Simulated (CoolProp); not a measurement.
Benzene along the isobar 44.5 bar: fugacity coefficient from the reference equation and from simpler models built on Tc = 562.0 K, pc = 49.06 bar, ω = 0.211; each cubic takes its own stable root.

Values from CoolProp's reference Helmholtz-energy equation of state, Thol 2012.

```csv
T (K),phase,reference,Redlich-Kwong,Soave-Redlich-Kwong
378.3,liquid,0.05026,(withheld),(withheld)
392.7,liquid,0.07074,0.1006,0.07211
407.1,liquid,0.09648,0.1321,(withheld)
421.5,liquid,0.1279,0.1689,0.1310
435.9,liquid,(withheld),0.2111,0.1698
450.3,liquid,(withheld),(withheld),0.2151
464.7,liquid,0.2591,0.3104,0.2668
479.1,liquid,0.3151,0.3667,0.3246
493.5,liquid,0.3768,0.4264,0.3879
507.9,liquid,0.4434,0.4887,0.4558
522.3,liquid,0.5142,0.5523,0.5270
536.7,liquid,0.5877,0.6158,0.5995
551.1,liquid,0.6614,0.6762,0.6697
565.5,gas,0.7028,0.7059,0.7068
579.9,gas,0.7300,0.7288,0.7326
```

Q: Fill in the missing entries.

A: 
- 378.3, Redlich-Kwong: 0.07443
- 378.3, Soave-Redlich-Kwong: 0.05112
- 407.1, Soave-Redlich-Kwong: 0.09858
- 435.9, reference: 0.1654
- 450.3, reference: 0.2092
- 450.3, Redlich-Kwong: 0.2584
